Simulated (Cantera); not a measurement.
Charge: 1 mol Fe3O4, 0.68 mol C, 0.039 mol CO, held at 2123.15 K and 20.0 Pa.

Equilibrium computed with Cantera from the NASA thermochemical tables; the gas is ideal and each condensed phase is pure. The tables' stoichiometric FeO is somewhat more stable than real wüstite, so its field is too wide. FeO: taken at fixed stoichiometry. Equilibrium is a limit: real reactors are often held back by kinetics, nucleation or transport.

```csv
species,before,after
CO,0.124,0.553
CO2,0.195,0.445
Fe,0.401,0.00118
O2,0.151,5.90e-5
O,0.0449,3.43e-5
FeO,0.0838,0.000126
"FeO(l), mol",1.91,3.00
```
Gas species are given as mole fractions.

Question: Name the change that produced these shifts.
A. pressure from 20.0 Pa to 63.0 Pa
B. Fe3O4 replaced by Fe2O3
C. pressure from 20.0 Pa to 1 atm
D. pressure from 20.0 Pa to 0.133 bar

Answer: D, pressure from 20.0 Pa to 0.133 bar
